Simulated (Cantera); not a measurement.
Input: 1 mol CO2, 0.41 mol H2, 6.6 mol N2, 0.36 mol SO2, at 3323.15 K and 750000 Pa.

These are equilibrium values from Cantera (NASA tables, ideal gas, pure condensed phases), not measurements of a reactor. Candidate condensed phases: C, C6H6, C7H8, C8H18, H2O, H2SO4, S; 150 gas species. Rates play no part.

Base state: N2 0.738, CO 0.0835, CO2 0.0297, SO2 0.0243, H2O 0.0238, NO 0.0179, O2 0.0155, OH 0.0153 (mole fractions); condensed: gas only.

Task: What changes in the equilibrium state with this change: pressure from 750000 Pa to 38000 Pa?

Result: 
```csv
species,before,after
N2,0.738,0.682
CO,0.0835,0.0966
O,0.0140,0.0655
H,0.0129,0.0501
H2O,0.0238,0.00430
CO2,0.0297,0.00815
SO2,0.0243,0.00789
SO,0.0144,0.0198
O2,0.0155,0.0172
OH,0.0153,0.0141
NO,0.0179,0.0181
S,0.00163,0.00947
H2S,1.17e-5,2.62e-6
N,2.87e-5,0.000123
S2,5.67e-5,9.65e-5
```
